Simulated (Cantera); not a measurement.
Input (Python, Cantera) and output of one run.

```python
import numpy as np
import cantera as ct

gas_names = """
    H HNO HNO2 HNO3 HO2 H2 H2O H2O2 N NH NH2 NH3 NH2OH NO NO2 NO3 N2 N2H2 N2H4 N2O O OH O2 O3 Si SiH
    SiH2 SiH3 SiH4 SiN SiO SiO2 Si2 Si2N Si3
""".split()
cond_names = """
    H2O(s) H2O(L) Si(cr) Si(L) SiO2(Lqz) SiO2(hqz) SiO2(L) Si2N2O(s) Si3N4(a)
""".split()


def load(file, names, dense=False):
    # The tables refer to 1 bar. Condensed volumes are neglected.
    table = {s.name: s for s in ct.Species.list_from_file(file)}
    out = []
    for n in names:
        d = dict(table[n].input_data)
        d["thermo"] = dict(d["thermo"], **{"reference-pressure": 1e5})
        if dense:
            d["equation-of-state"] = {"model": "constant-volume", "density": "1e6 g/cm^3"}
        out.append(ct.Species.from_dict(d))
    return out


gas = ct.Solution(thermo="ideal-gas", species=load("nasa_gas.yaml", gas_names))
cond = {s.name: ct.Solution(thermo="fixed-stoichiometry", species=[s], name=s.name)
        for s in load("nasa_condensed.yaml", cond_names, dense=True)}
atoms = {
    'Si3N4': {'Si': 3, 'N': 4},
    'N2O': {'N': 2, 'O': 1},
    'H2': {'H': 2},
}
top_T = {'Si2N2O(s)': 2100, 'Si3N4(a)': 2400}  # K; cautious upper limits of use, not melting points


def equilibrate(T, P, feed):
    n = {}
    for name, mol in feed.items():
        for a, k in atoms[name].items():
            n[a] = n.get(a, 0.0) + k * mol
    gas.TPX = T, P, n
    mass = sum(n.values()) * gas.mean_molecular_weight
    gas.equilibrate("TP")
    valid = [c for c in cond.values() if c.min_temp <= T <= top_T.get(c.name, c.max_temp)]
    mix = ct.Mixture([(gas, mass / gas.mean_molecular_weight)] + [(c, 0.0) for c in valid])
    mix.T, mix.P = T, P
    mix.equilibrate("TP", solver="vcs", rtol=1e-11, max_steps=5000)
    return mix


results = []
feed = {'Si3N4': 1, 'N2O': 0.03, 'H2': 20}  # mol
P = 133.322  # Pa
for T in [923, 998, 1073, 1148, 1223, 1298, 1373, 1448, 1523, 1598, 1673]:
    mix = equilibrate(T, P, feed)
    results.append((T, P, feed, dict(zip(mix.species_names, mix.species_moles))))
    x = sorted(zip(gas.X, gas.species_names), reverse=True)
    print(f"T = {T:g} K  P = {P:g} Pa  gas = {mix.phase_moles(0):.4g} mol")
    print("   x: " + "  ".join(f"{s} {v:.3e}" for v, s in x if v > 0.001))
    print("   condensed (mol): " + ("  ".join(f"{mix.phase(i).name} {mix.phase_moles(i):.4g}"
          for i in range(1, mix.n_phases) if mix.phase_moles(i) > 1e-12) or "none"))
```

It prints:

```
T = 923 K  P = 133.322 Pa  gas = 20.04 mol
   x: H2 9.980e-01  N2 1.996e-03
   condensed (mol): Si2N2O(s) 0.03  Si3N4(a) 0.98
T = 998 K  P = 133.322 Pa  gas = 20.04 mol
   x: H2 9.980e-01  N2 1.996e-03
   condensed (mol): Si2N2O(s) 0.03  Si3N4(a) 0.98
T = 1073 K  P = 133.322 Pa  gas = 20.04 mol
   x: H2 9.980e-01  N2 1.996e-03
   condensed (mol): Si2N2O(s) 0.03  Si3N4(a) 0.98
T = 1148 K  P = 133.322 Pa  gas = 20.04 mol
   x: H2 9.980e-01  N2 1.996e-03
   condensed (mol): Si2N2O(s) 0.03  Si3N4(a) 0.98
T = 1223 K  P = 133.322 Pa  gas = 20.04 mol
   x: H2 9.980e-01  N2 1.996e-03
   condensed (mol): Si2N2O(s) 0.03  Si3N4(a) 0.98
T = 1298 K  P = 133.322 Pa  gas = 20.04 mol
   x: H2 9.980e-01  N2 1.996e-03
   condensed (mol): Si2N2O(s) 0.02998  Si3N4(a) 0.98
T = 1373 K  P = 133.322 Pa  gas = 20.05 mol
   x: H2 9.976e-01  N2 2.304e-03
   condensed (mol): Si(cr) 0.009062  Si2N2O(s) 0.02956  Si3N4(a) 0.9771
T = 1448 K  P = 133.322 Pa  gas = 20.26 mol
   x: H2 9.873e-01  N2 1.231e-02
   condensed (mol): Si(cr) 0.312  Si2N2O(s) 0.02645  Si3N4(a) 0.8772
T = 1523 K  P = 133.322 Pa  gas = 21.21 mol
   x: H2 9.427e-01  N2 5.552e-02  SiO 1.126e-03
   condensed (mol): Si(cr) 1.694  Si2N2O(s) 0.006125  Si3N4(a) 0.4232
T = 1598 K  P = 133.322 Pa  gas = 22.08 mol
   x: H2 9.052e-01  N2 9.195e-02  H 1.387e-03  SiO 1.359e-03
   condensed (mol): Si(cr) 2.968
T = 1673 K  P = 133.322 Pa  gas = 22.1 mol
   x: H2 9.035e-01  N2 9.185e-02  H 2.965e-03  SiO 1.357e-03
   condensed (mol): Si(cr) 2.962
```

Equilibrium computed with Cantera from the NASA thermochemical tables; the gas is ideal and each condensed phase is pure. Mutual solubility and eutectic melting of coexisting phases are not modelled.
